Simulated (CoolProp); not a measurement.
C3F8 (R218) at several states: Z from the reference equation and from simpler models built on Tc = 345.0 K, pc = 2.640 MPa, ω = 0.317; each cubic takes its own stable root.

The numbers come from the reference Helmholtz-energy equation of state, Lemmon 2006 in CoolProp. It is a short technical equation, of lower accuracy than the large ones.

```csv
T (K),p (MPa),phase,reference
194.9,0.0178,liquid,0.001170
149.2,3.29,liquid,0.2584
427.8,0.019,gas,0.9989
314.2,2.26,liquid,0.1307
246.6,0.437,liquid,0.02549
```

Question: How far does each simpler model (van der Waals, Soave-Redlich-Kwong, Peng-Robinson) lie from the reference over these 5 states: mean and median of the absolute difference, and the worst?

Answer: 
- van der Waals: mean 17639.3 %, median 62.2 %, worst +84729.1 % at 194.9 K and 0.0178 MPa
- Soave-Redlich-Kwong: mean 6.2 %, median 5.7 %, worst +11.8 % at 314.2 K and 2.26 MPa
- Peng-Robinson: mean 3.6 %, median 4.1 %, worst -6.6 % at 246.6 K and 0.437 MPa

At some of these states van der Waals gives the other phase, because its saturation line lies elsewhere.
